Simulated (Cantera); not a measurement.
Cantera run:

```python
import numpy as np
import cantera as ct

gas_names = [...]  # 109 gases of nasa_gas.yaml made of C, Cl, H, Si
cond_names = """
    C(gr) C6H6(L) C7H8(L) C8H18(L),n-octa Si(cr) Si(L) SiC(b)
""".split()


# ... load() reads the species with a 1 bar reference pressure and builds the phases ...
atoms = {
    'SiH2Cl2': {'Si': 1, 'H': 2, 'CL': 2},
    'H2': {'H': 2},
    'C2H2': {'C': 2, 'H': 2},
}
top_T = {'C(gr)': 4500, 'SiC(b)': 3050}  # K; cautious upper limits of use, not melting points


# ... equilibrate(T, P, feed) seeds the gas with the atoms and calls Mixture.equilibrate('TP', solver="vcs", rtol=1e-11, max_steps=5000) ...
results = []
feed = {'SiH2Cl2': 1, 'H2': 5.7, 'C2H2': 0.094}  # mol
T = 1950  # K
P = 5900  # Pa
mix = equilibrate(T, P, feed)
results.append((T, P, feed, dict(zip(mix.species_names, mix.species_moles))))
print(gas.report(threshold=1e-06))
for i in range(1, mix.n_phases):
    print(f"{mix.phase(i).name:16s} {mix.phase_moles(i):12.5e} mol")
```

Result:

```
       temperature   1950 K
          pressure   5900 Pa
           density   0.0045556 kg/m^3
  mean mol. weight   12.519 kg/kmol
   phase of matter   gas

                          1 kg             1 kmol
                     ---------------   ---------------
          enthalpy        2.6113e+06         3.269e+07  J
   internal energy        1.3162e+06        1.6477e+07  J
           entropy             18870        2.3624e+05  J/K
    Gibbs function       -3.4186e+07       -4.2797e+08  J
 heat capacity c_p            2843.3             35595  J/K
 heat capacity c_v            2179.2             27281  J/K

                      mass frac. Y      mole frac. X     chem. pot. / RT
                     ---------------   ---------------   ---------------
                CL         0.0015209        0.00053708           -25.522
                 H         0.0003397         0.0042189           -11.227
               HCL           0.39526           0.13572           -36.749
                H2            0.1287           0.79918           -22.455
                Si        0.00090542        0.00040359           -5.7407
              SiCL         0.0028743        0.00056635           -31.262
             SiCL2           0.46331          0.058596           -56.784
             SiCL3         0.0063888        0.00059494           -82.306
             SiCL4         0.0001019        7.5089e-06           -107.83
               SiH         0.0001558        6.7042e-05           -16.968
            SiHCL3        0.00016849        1.5573e-05           -93.533
              SiH2        0.00015239        6.3377e-05           -28.195
           SiH2CL2        4.9656e-05        6.1547e-06           -79.239
               Si2        1.6585e-05        3.6965e-06           -11.481
              Si2C        4.8493e-05         8.904e-06           -17.286
     [  +94 minor]        1.3187e-05        3.5647e-06

C(gr)             0.00000e+00 mol
Si(L)             3.40422e-01 mol
SiC(b)            1.87909e-01 mol
```

These are equilibrium values from Cantera (NASA tables, ideal gas, pure condensed phases), not measurements of a reactor. Mutual solubility and eutectic melting of coexisting phases are not modelled. The tables' values for SiCl3, SiCl are old estimates; treat these amounts as uncertain. Gases not in the tables: Si2H6 and higher silanes.
